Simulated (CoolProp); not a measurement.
Aqueous ethanol as a coolant, 37 % by mass, freezing at -26.8 °C, 1 atm.

Values from CoolProp's Melinder's fits for secondary coolants.

| T (°C) | conductivity (W/(m K)) | Prandtl number | density (kg/m³) | cp (kJ/(kg K)) |
|---|---|---|---|---|
| -23.4 | 0.354 | 351 | 968.0 | 3.777 |
| -12.7 | 0.359 | 163 | 962.2 | 3.877 |
| -2 | 0.364 | 85.9 | 955.9 | 3.960 |
| 8.7 | 0.370 | 50.0 | 949.0 | 4.029 |
| 19.5 | 0.375 | 31.5 | 941.7 | 4.086 |
| 30.2 | 0.380 | 21.4 | 934.0 | 4.132 |
